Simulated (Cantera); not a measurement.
# Equilibrium for carbon deposition, reforming and gasification: toluene + NH₃

Feed: 1 mol toluene, 0.022 mol NH₃, equilibrated at 65.0 bar.

Equilibrium computed with Cantera from the NASA thermochemical tables; the gas is ideal and each condensed phase is pure. Candidate condensed phases: C, C₆H₆, C₇H₈, C₈H₁₈; 92 gas species. The ideal-gas law is rough above about 30 bar. The numbers say what is thermodynamically allowed, not how fast it happens.

```csv
T (K),x H₂,x CH₄,x C₂H₂ (acetylene),x N₂,x HCN,x H,x NH₃,n C(graphite)
925,0.228,0.767,2.89e-11,0.00457,4.57e-8,1.54e-11,0.000476,5.24
1125,0.509,0.486,1.17e-8,0.00384,1.36e-6,3.93e-9,0.000406,5.68
1325,0.750,0.246,6.39e-7,0.00325,1.29e-5,1.76e-7,0.000271,6.20
1525,0.881,0.115,1.07e-5,0.00292,6.38e-5,2.75e-6,0.000167,6.58
1725,0.939,0.0573,8.65e-5,0.00271,0.000212,2.23e-5,0.000106,6.78
1925,0.964,0.0316,0.000442,0.00249,0.000532,0.000116,7.03e-5,6.87
2125,0.975,0.0192,0.00163,0.00217,0.00108,0.000445,4.81e-5,6.90
2325,0.977,0.0126,0.00478,0.00174,0.00182,0.00135,3.30e-5,6.90
```
x: gas mole fraction; n: condensed amount in mol.

From 925 K to 2325 K the condensed part is C(graphite). The main C-bearing gas is CH₄ throughout. The share of C in condensed phases is highest at 2125 K (98.6 %) and lowest at 925 K (74.9 %).
